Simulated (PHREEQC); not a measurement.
PHREEQC input (ion-association model, phreeqc.dat):

```
SOLUTION_SPECIES
  CO3-2 + 10 H+ + 8 e- = CH4 + 3 H2O  # shut off: no methane
    -log_k -100
    -delta_h 0
    -analytic -100
SOLUTION 1
  temp 25
  units mol/kgw
  pH 7 charge
  Cl 0.036
  K 0.036
END
SELECTED_OUTPUT 1
  -reset false
  -pH true
  -pe true
  -ionic_strength true
  -water true
  -totals C Cl K C(-4) C(4) Sg
  -molalities H+ K+ Cl- CO3-2 OH- HCO3- CO2 (CO2)2
  -saturation_indices Sylvite
USER_PUNCH 1
  -headings p_CO2(g) phi_CO2(g) p_H2Sg(g) phi_H2Sg(g) p_H2O(g) phi_H2O(g) density
  10 PUNCH PR_P("CO2(g)"), PR_PHI("CO2(g)"), PR_P("H2Sg(g)"), PR_PHI("H2Sg(g)"), PR_P("H2O(g)"), PR_PHI("H2O(g)"), RHO
PRINT
  -reset false
USE solution 1
REACTION_TEMPERATURE 1
  40
GAS_PHASE 1
  -fixed_pressure
  -pressure 1
  -temperature 40
  -volume 20
  CO2(g) 0.24
  H2Sg(g) 0.76
  H2O(g) 0
END
# ... the last block is repeated for the other 6 points of P (atm)
```

Selected output (columns that matter, 7 of 7 rows; P (atm) added in front):

```
P (atm)	pH	mu	C	Cl	K	Sg	si_Sylvite	p_CO2(g)	phi_CO2(g)	p_H2Sg(g)	phi_H2Sg(g)	p_H2O(g)	phi_H2O(g)	density
1	3.9871	0.036157	0.0054322	0.036038	0.036038	0.044456	-4.0195	0.23067	0.99539	0.69604	0.99307	0.073291	0.99072	0.99389
2	3.8298	0.036208	0.011215	0.036037	0.036037	0.091537	-4.0197	0.47981	0.99074	1.4463	0.98611	0.073916	0.98215	0.99395
3	3.7406	0.036247	0.016922	0.036037	0.036037	0.13783	-4.0199	0.72864	0.98612	2.1968	0.97919	0.074551	0.9736	0.994
5	3.6308	0.036309	0.028112	0.036038	0.036038	0.22807	-4.0203	1.2254	0.97692	3.6988	0.96539	0.075854	0.95658	0.99411
7.5	3.5457	0.036369	0.041693	0.036039	0.036039	0.33655	-4.0208	1.8445	0.96552	5.5779	0.94824	0.077546	0.93539	0.99425
10	3.4868	0.036418	0.054833	0.036041	0.036041	0.44031	-4.0212	2.4618	0.95422	7.4589	0.93119	0.079317	0.9143	0.99438
15	3.4064	0.036499	0.079832	0.036045	0.036045	0.63391	-4.022	3.6909	0.93195	11.226	0.89732	0.083115	0.87232	0.99466
```

Away from 25 °C the constants follow the database's enthalpies or fits; those with neither stay at their 25 °C values.
